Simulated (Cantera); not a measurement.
A closed system holds: 1 mol Si(CH3)4, 0.0082 mol C2H2, 1700 mol H2, held at 2350 °C and 4.70 mbar.

Method: chemical equilibrium by Gibbs-energy minimisation in Cantera with the NASA 1993 tables (ideal gas, pure condensed phases). Candidate condensed phases: C, C6H6, C7H8, C8H18, Si, SiC; 87 gas species. Rates play no part.

Base state: H2 0.545, H 0.454, C2H2 (acetylene) 0.000780, Si 0.000435, C2H 5.97e-5, C 5.04e-5, C3 1.50e-5, SiC2 1.28e-5 (mole fractions); condensed: gas only.

Question: What changes in the equilibrium state with this change: temperature from 2350 °C to 1977 °C?

Answer: 
```csv
species,before,after
H2,0.545,0.896
H,0.454,0.103
C2H2 (acetylene),0.000780,0.00109
Si,0.000435,0.000518
C,5.04e-5,4.66e-7
C3,1.50e-5,3.01e-7
C2H,5.97e-5,4.93e-6
SiH,4.87e-6,1.35e-5
```
